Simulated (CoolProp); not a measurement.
Dry air along the isobar 48.9 bar: fugacity coefficient from the reference equation and from simpler models built on Tc = 132.5 K, pc = 37.86 bar, ω = 0.034; each cubic takes its own stable root.

Values from CoolProp's reference Helmholtz-energy equation of state, Lemmon 2000. It is a pseudo-pure fit of the blend.

| T (K) | phase | reference | Redlich-Kwong | Soave-Redlich-Kwong | Peng-Robinson |
|---|---|---|---|---|---|
| 130.9 | liquid | 0.5214 | 0.5279 | 0.5275 | 0.5062 |
| 167 | supercritical | 0.8020 | 0.7971 | 0.8029 | 0.7748 |
| 203 | supercritical | 0.8994 | 0.8930 | 0.9032 | 0.8777 |
| 239 | supercritical | 0.9485 | 0.9417 | 0.9542 | 0.9321 |
| 275.1 | supercritical | 0.9760 | 0.9689 | 0.9824 | 0.9634 |
| 311.1 | supercritical | 0.9921 | 0.9850 | 0.9986 | 0.9823 |
| 347.2 | supercritical | 1.002 | 0.9950 | 1.008 | 0.9941 |
| 383.2 | supercritical | 1.008 | 1.001 | 1.014 | 1.002 |
| 419.2 | supercritical | 1.012 | 1.006 | 1.017 | 1.007 |
